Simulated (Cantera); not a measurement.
Charge: 1 mol Si, a varied amount of O₂, 12 mol CO, at 1675 K and 13.3 mbar.

These are equilibrium values from Cantera (NASA tables, ideal gas, pure condensed phases), not measurements of a reactor. Candidate condensed phases: C, Si, SiC, SiO₂; 20 gas species. The tables hold silica as quartz up to 1696 K and as liquid above; real silica turns to tridymite and cristobalite and melts near 1996 K. Kinetics and transport are ignored.

x: gas mole fraction; n: condensed amount in mol.

```json
[
 {"n(O₂) (mol)": "0.048", "x CO": "0.955", "x CO₂": "7.23e-6", "x SiO": "0.0453", "x Si": "1.55e-6", "x SiO₂": "2.17e-9", "n SiC(s)": "0.452", "n SiO₂(β-quartz)": "0"},
 {"n(O₂) (mol)": "0.069", "x CO": "0.953", "x CO₂": "7.34e-6", "x SiO": "0.0469", "x Si": "1.58e-6", "x SiO₂": "2.29e-9", "n SiC(s)": "0.431", "n SiO₂(β-quartz)": "0"},
 {"n(O₂) (mol)": "0.099", "x CO": "0.951", "x CO₂": "7.48e-6", "x SiO": "0.0491", "x Si": "1.62e-6", "x SiO₂": "2.45e-9", "n SiC(s)": "0.401", "n SiO₂(β-quartz)": "0"},
 {"n(O₂) (mol)": "0.14", "x CO": "0.948", "x CO₂": "7.67e-6", "x SiO": "0.0521", "x Si": "1.67e-6", "x SiO₂": "2.67e-9", "n SiC(s)": "0.360", "n SiO₂(β-quartz)": "0"},
 {"n(O₂) (mol)": "0.21", "x CO": "0.943", "x CO₂": "7.97e-6", "x SiO": "0.0572", "x Si": "1.75e-6", "x SiO₂": "3.06e-9", "n SiC(s)": "0.290", "n SiO₂(β-quartz)": "0"},
 {"n(O₂) (mol)": "0.3", "x CO": "0.937", "x CO₂": "8.31e-6", "x SiO": "___", "x Si": "1.86e-6", "x SiO₂": "3.57e-9", "n SiC(s)": "___", "n SiO₂(β-quartz)": "0"},
 {"n(O₂) (mol)": "0.43", "x CO": "0.928", "x CO₂": "8.75e-6", "x SiO": "0.0723", "x Si": "1.99e-6", "x SiO₂": "4.32e-9", "n SiC(s)": "0.0700", "n SiO₂(β-quartz)": "0"},
 {"n(O₂) (mol)": "0.61", "x CO": "0.939", "x CO₂": "___", "x SiO": "___", "x Si": "___", "x SiO₂": "2.25e-8", "n SiC(s)": "0", "n SiO₂(β-quartz)": "___"},
 {"n(O₂) (mol)": "0.88", "x CO": "0.980", "x CO₂": "0.000176", "x SiO": "0.0198", "x Si": "2.86e-8", "x SiO₂": "2.25e-8", "n SiC(s)": "0", "n SiO₂(β-quartz)": "0.758"},
 {"n(O₂) (mol)": "1.3", "x CO": "0.950", "x CO₂": "0.0501", "x SiO": "6.73e-5", "x Si": "<1e-12", "x SiO₂": "2.25e-8", "n SiC(s)": "0", "n SiO₂(β-quartz)": "0.999"},
 {"n(O₂) (mol)": "1.8", "x CO": "0.867", "x CO₂": "0.133", "x SiO": "2.31e-5", "x Si": "<1e-12", "x SiO₂": "2.25e-8", "n SiC(s)": "0", "n SiO₂(β-quartz)": "1.000"}
]
```

Task: Complete the blanks.

Result: 
- 0.61, x CO₂: 5.46e-5
- 0.61, x SiO: 0.0611
- 0.61, x Si: 2.73e-7
- 0.61, n SiO₂(β-quartz): 0.219
- 0.3, x SiO: 0.0635
- 0.3, n SiC(s): 0.200
